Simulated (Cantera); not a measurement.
Feed: 1 mol C3H8, 0.63 mol NH3, 47 mol N2, held at 0.00600 bar.

Method: chemical equilibrium by Gibbs-energy minimisation in Cantera with the NASA 1993 tables (ideal gas, pure condensed phases). Candidate condensed phases: C, C6H6, C7H8, C8H18; 92 gas species. Kinetics and transport are ignored. All values below are at 2373 K.

Base state: N2 0.878, H2 0.0629, H 0.0452, HCN 0.0119, HNC 0.00119, CN 0.000410, C2H2 (acetylene) 0.000387, C2N2 3.05e-5 (mole fractions); condensed: C(graphite).

### Question
What changes in the equilibrium state with this change: pressure from 0.00600 bar to 1.00 bar?

### Answer
```json
[
 {"species": "N2", "before": "0.878", "after": "0.896"},
 {"species": "H2", "before": "0.0629", "after": "0.0842"},
 {"species": "HCN", "before": "0.0119", "after": "0.0139"},
 {"species": "H", "before": "0.0452", "after": "0.00405"},
 {"species": "C3", "before": "1.03e-5", "after": "6.18e-8"},
 {"species": "CN", "before": "0.000410", "after": "3.21e-5"},
 {"species": "C2H", "before": "1.50e-5", "after": "1.35e-6"},
 {"species": "C(graphite), mol", "before": "2.23", "after": "2.14"}
]
```

### Question
What changes in the equilibrium state with this change: N2 from 47 to 0.41 mol?

### Answer
```json
[
 {"species": "H2", "before": "0.0629", "after": "0.717"},
 {"species": "H", "before": "0.0452", "after": "0.153"},
 {"species": "N2", "before": "0.878", "after": "0.110"},
 {"species": "HCN", "before": "0.0119", "after": "0.0142"},
 {"species": "C2H2 (acetylene)", "before": "0.000387", "after": "0.00441"},
 {"species": "C4H2", "before": "9.78e-7", "after": "1.11e-5"},
 {"species": "C2N2", "before": "3.05e-5", "after": "3.83e-6"},
 {"species": "C(graphite), mol", "before": "2.23", "after": "2.85"}
]
```
